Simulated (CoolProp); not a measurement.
Values from CoolProp's reference Helmholtz-energy equation of state, Lemmon 2006. It is a short technical equation, of lower accuracy than the large ones.

Question: For nitrous oxide, give the phase and the cp (kJ/(kg K)), cv (kJ/(kg K)), speed of sound (m/s), expansivity (1/kK) at 500 K and 102 bar.

Answer: 
- 500 K and 102 bar: supercritical; cp 1.21, cv 0.883, speed of sound 333, expansivity 2.83
